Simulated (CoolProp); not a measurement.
Vapour-liquid equilibrium of ethanol (1) + n-octane (2) at 182.45 °C; x and y are mole fractions of (1).

Model: multi-fluid Helmholtz-energy mixture model, Schroeder 2014 and Beckmüller 2019; pair parameters Bell 2016, in CoolProp.

```csv
x,bubble pressure (MPa),y at the bubble point,dew pressure at overall composition x (MPa),liquid density (mol/L)
0.05,0.6367,…,…,4.962
0.2,1.116,0.636,0.4977,5.405
0.35,1.378,0.716,0.6192,5.970
0.5,1.563,0.768,0.8123,6.732
0.65,…,0.820,1.156,7.812
0.8,1.888,0.884,1.668,…
0.95,2.040,…,2.013,11.80
```

### Question
Fill in the missing entries.

### Answer

- 0.05, y at the bubble point: 0.367
- 0.05, dew pressure at overall composition x (MPa): 0.4137
- 0.65, bubble pressure (MPa): 1.728
- 0.8, liquid density (mol/L): 9.402
- 0.95, y at the bubble point: 0.967

No azeotrope shows between x = 0.05 and 0.95.

Pair parameters are fitted to limited data, so mixtures are less certain than the pure fluids. With so large a gap from Raoult's law the liquid may split in two, which this calculation doesn't test in full.
